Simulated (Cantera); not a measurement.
Source: NASA polynomial tables (part measured, part estimated), evaluated in Cantera. Values are per mole of reaction as written; species without (g) are pure solids or liquids, kept so even where they would boil at 1 bar.

Task: Between 300 and 1600 K, where is each reaction favourable under standard conditions?
- 4 Cr + N2(g) → 2 Cr2N
- 3 H2(g) + N2(g) → 2 NH3(g)

Result: 
- 4 Cr + N2(g) → 2 Cr2N: ΔG° is -204 kJ at 300 K and -25 kJ at 1600 K; it stays negative (K > 1). ΔH° is -229 kJ and ΔS° -128 J/K at 1600 K.
- 3 H2(g) + N2(g) → 2 NH3(g): ΔG° is -32 kJ at 300 K and 265 kJ at 1600 K; it changes sign between 400 and 550 K. ΔH° is -113 kJ and ΔS° -236 J/K at 1600 K.
